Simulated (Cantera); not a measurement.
Standard-state values (1 bar) from the NASA 1993 polynomials, evaluated with Cantera. Values are per mole of reaction as written; species without (g) are pure solids or liquids, kept so even where they would boil at 1 bar.

0.8 V + O₂(g) ⇌ 0.4 V₂O₅

```tsv
T (K)	ΔH° (kJ)	ΔS° (J/K)	ΔG° (kJ)	log10 K
1223	-582.0	-131.5	-421.1	17.99
1323	-580.5	-130.4	-408.0	16.11
1423	(withheld)	(withheld)	(withheld)	(withheld)
1523	-578.0	-128.6	-382.2	13.11
1623	-576.9	-127.9	-369.3	11.89
1723	-575.9	-127.3	-356.6	10.81
1823	-575.0	-126.8	-343.9	9.85
1923	(withheld)	(withheld)	(withheld)	(withheld)
2023	-573.6	-126.1	-318.6	8.23
```

Problem. Some entries are withheld; supply them.

Solution. 
- 1423, ΔH° (kJ): -579.2
- 1423, ΔS° (J/K): -129.4
- 1423, ΔG° (kJ): -395.1
- 1423, log10 K: 14.50
- 1923, ΔH° (kJ): -574.2
- 1923, ΔS° (J/K): -126.4
- 1923, ΔG° (kJ): -331.2
- 1923, log10 K: 9.00
